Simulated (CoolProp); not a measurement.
Computed with CoolProp (reference Helmholtz-energy equation of state, Lemmon 2005). It is a short technical equation, of lower accuracy than the large ones.

### Question
Give the vapour pressure (bar), liquid density (kg/m³), vapour density (kg/m³), surface tension (mN/m) of saturated 1-butene at 37.15, 62.05 °C.

### Answer
| T (°C) | p (bar) | liquid density (kg/m³) | vapour density (kg/m³) | surface tension (mN/m) |
|---|---|---|---|---|
| 37.15 | 4.23 | 573 | 10.3 | 10.5 |
| 62.05 | 8.00 | 538 | 19.4 | 7.60 |

Surface tension comes from a separate correlation (Mulero 2012).
